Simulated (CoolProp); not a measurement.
Computed with CoolProp (reference Helmholtz-energy equation of state, Lemmon 2006). It is a short technical equation, of lower accuracy than the large ones.

For C2F6 (R116), give the phase and the expansivity (1/kK), viscosity (µPa s), conductivity (mW/(m K)), fugacity coefficient at 425 K and 2770 kPa; 425 K and 8310 kPa; 425 K and 11100 kPa.


- 425 K and 2770 kPa: gas; expansivity 3.24, viscosity 22.0, conductivity 25.7, fugacity coefficient 0.929
- 425 K and 8310 kPa: supercritical; expansivity 5.01, viscosity 31.5, conductivity 30.1, fugacity coefficient 0.818
- 425 K and 11100 kPa: supercritical; expansivity 5.16, viscosity 38.5, conductivity 33.2, fugacity coefficient 0.779

Viscosity comes from a separate model (Huber 2003), an estimate that may be off by 10 % or more. Thermal conductivity comes from a separate model (Huber 2003), an estimate that may be off by 10 % or more.
